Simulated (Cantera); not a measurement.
An adiabatic, constant-pressure homogeneous reactor starts with CH4 : CO : O2 : N2 = 1 : 0.075 : 2.08 : 7.82 (molar parts), at 1550 K and 0.987 atm. Integrator tolerance rtol = 1e-08.

Cantera simulation using GRI-Mech 3.0 (53 species, 325 reactions); the numbers are that mechanism's predictions, not measurements.

### Question
What does this change do: pressure from 0.987 atm to 3.26 atm?

### Answer
```tsv
quantity	before	after
time of steepest temperature rise	0.731 ms	0.292 ms
temperature at 0.300 s	2746 K	2831 K
equilibrium temperature	2746 K	2831 K
x(CH4) at 0.300 s	<1e-12 (gas-phase equilibrium <1e-12)	<1e-12 (gas-phase equilibrium <1e-12)
x(CO) at 0.300 s	0.0421 (gas-phase equilibrium 0.0421)	0.0385 (gas-phase equilibrium 0.0385)
x(O2) at 0.300 s	0.0221 (gas-phase equilibrium 0.0221)	0.0194 (gas-phase equilibrium 0.0194)
x(HCO) at 0.300 s	3.80e-8 (gas-phase equilibrium 3.80e-8)	7.12e-8 (gas-phase equilibrium 7.12e-8)
x(C2H) at 0.300 s	<1e-12 (gas-phase equilibrium <1e-12)	<1e-12 (gas-phase equilibrium <1e-12)
x(OH) at 0.300 s	0.0199 (gas-phase equilibrium 0.0199)	0.0180 (gas-phase equilibrium 0.0180)
```
